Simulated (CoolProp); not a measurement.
A closed Brayton cycle with carbon dioxide: compressor inlet 309.15 K and 8.3 MPa, high pressure 18.9 MPa, turbine inlet 790 K, compressor efficiency 0.8, turbine efficiency 0.85, recuperator effectiveness 0.9 (on enthalpy, no pinch check). Each further row changes one setting.

Computed with CoolProp (reference Helmholtz-energy equation of state, Span 1996).

| case | thermal efficiency (%) | net work (kJ/kg) | compressor to turbine work | compressor exit (K) | turbine exit (K) |
|---|---|---|---|---|---|
| as stated | 29.3 | 75.5 | 0.23 | 344.1 | 698.7 |
| turbine inlet 740 K | 27.9 | 68.4 | 0.25 | 344.1 | 652.0 |
| compressor inlet 319.15 K | 28.3 | 59.5 | 0.40 | 383.9 | 698.7 |
| high pressure 16.1 MPa | 26.7 | 63.0 | 0.21 | 337.0 | 716.2 |
| recuperator effectiveness 0.5 | 17.7 | 75.5 | 0.23 | 344.1 | 698.7 |
